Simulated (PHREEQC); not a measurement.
A solution holds 1.3 mol/kgw HCl, 0.00022 mol/kgw ZnSO4 and 0.0037 mol/kgw MgSO4, at 25 °C. Closed to the air; pH follows from the charge balance.

All values are PHREEQC results (ion-association model, phreeqc.dat), not measurements.

Each row changes one thing in this solution. This is a speciation only: nothing precipitates in the calculation.

```tsv
case	pH	HSO4- (mol/kgw)	SO4-2 (mol/kgw)	Zn+2 (mol/kgw)	ZnCl4-2 (mol/kgw)	ZnCl+ (mol/kgw)	SI of Zn(OH)2(e) (Zn(OH)2)
as made	0.02	0.00367	0.000244	8.13e-5	4.64e-5	4.48e-5	-16.40
HCl from 1.3 to 1.17 mol/kgw	0.07	0.00366	0.000250	9.30e-5	3.59e-5	4.76e-5	-16.23
0.99 mol/kgw HNO3 added	-0.22	0.00367	0.000241	9.04e-5	4.64e-5	4.32e-5	-16.94
HCl from 1.3 to 1.43 mol/kgw	-0.02	0.00367	0.000240	7.04e-5	5.75e-5	4.16e-5	-16.56
diluted 10-fold with water	0.98	0.000321	7.04e-5	1.94e-5	2.74e-9	2.33e-6	-14.73
0.029 mol/kgw NaOH added	0.03	0.00366	0.000249	8.13e-5	4.64e-5	4.48e-5	-16.38
ZnSO4 from 0.00022 to 4.4e-05 mol/kgw	0.02	0.00350	0.000233	1.62e-5	9.30e-6	8.97e-6	-17.10
```

The ionic strength passes 0.7 mol/kgw, the rough limit of the ion-association models, in as made; HCl from 1.3 to 1.17 mol/kgw; 0.99 mol/kgw HNO3 added; HCl from 1.3 to 1.43 mol/kgw; 0.029 mol/kgw NaOH added; ZnSO4 from 0.00022 to 4.4e-05 mol/kgw.
